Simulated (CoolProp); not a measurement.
Hydrogen chloride along the isobar 32.6 bar: fugacity coefficient from the reference equation and from simpler models built on Tc = 324.7 K, pc = 83.14 bar, ω = 0.130; each cubic takes its own stable root.

Values from CoolProp's reference Helmholtz-energy equation of state, Thol 2018.

```json
[
 {"T (K)": "275.8", "phase": "liquid", "reference": "0.6801"},
 {"T (K)": "301.8", "phase": "gas", "reference": "0.8202"},
 {"T (K)": "327.8", "phase": "gas", "reference": "0.8620"},
 {"T (K)": "353.8", "phase": "gas", "reference": "0.8912"},
 {"T (K)": "379.7", "phase": "gas", "reference": "0.9125"},
 {"T (K)": "405.7", "phase": "gas", "reference": "0.9287"},
 {"T (K)": "431.7", "phase": "gas", "reference": "0.9414"},
 {"T (K)": "457.7", "phase": "gas", "reference": "0.9515"},
 {"T (K)": "483.7", "phase": "gas", "reference": "0.9596"}
]
```

Q: How far does each simpler model (van der Waals, Redlich-Kwong, Soave-Redlich-Kwong, Peng-Robinson) lie from the reference over these 9 states: mean and median of the absolute difference, and the worst?

A: 
- van der Waals: mean 3.7 %, median 1.0 %, worst +21.8 % at 275.8 K and 32.6 bar
- Redlich-Kwong: mean 2.0 %, median 0.6 %, worst +12.0 % at 275.8 K and 32.6 bar
- Soave-Redlich-Kwong: mean 1.6 %, median 1.0 %, worst +4.9 % at 275.8 K and 32.6 bar
- Peng-Robinson: mean 0.4 %, median 0.2 %, worst +2.4 % at 275.8 K and 32.6 bar

At some of these states van der Waals gives the other phase, because its saturation line lies elsewhere.
